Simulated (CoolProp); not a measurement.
Vapour-liquid equilibrium of R143a (1) + R236FA (2) at 0.312 MPa; x and y are mole fractions of (1).

Computed with CoolProp (multi-fluid Helmholtz-energy mixture model, Lemmon and Jacobsen 2000 and Pan 2012; pair parameters Bell 2016).

| x | bubble temperature (°C) | y at the bubble point | dew temperature at overall composition x (°C) | liquid density (mol/L) |
|---|---|---|---|---|
| 0.05 | … | 0.154 | 27.9 | 9.046 |
| 0.2 | 14.3 | 0.495 | 23.9 | 9.642 |
| 0.35 | 5.1 | 0.704 | 19.4 | 10.24 |
| 0.5 | -2.7 | 0.831 | 14.1 | 10.85 |
| 0.65 | -9.1 | … | 7.8 | … |
| 0.8 | -14.5 | 0.960 | -0.5 | … |
| 0.95 | -19.0 | 0.992 | -13.3 | … |

What belongs in the gaps?


- 0.05, bubble temperature (°C): 25.2
- 0.65, y at the bubble point: 0.910
- 0.65, liquid density (mol/L): 11.47
- 0.8, liquid density (mol/L): 12.10
- 0.95, liquid density (mol/L): 12.74

No azeotrope shows between x = 0.05 and 0.95.

Pair parameters are fitted to limited data, so mixtures are less certain than the pure fluids.
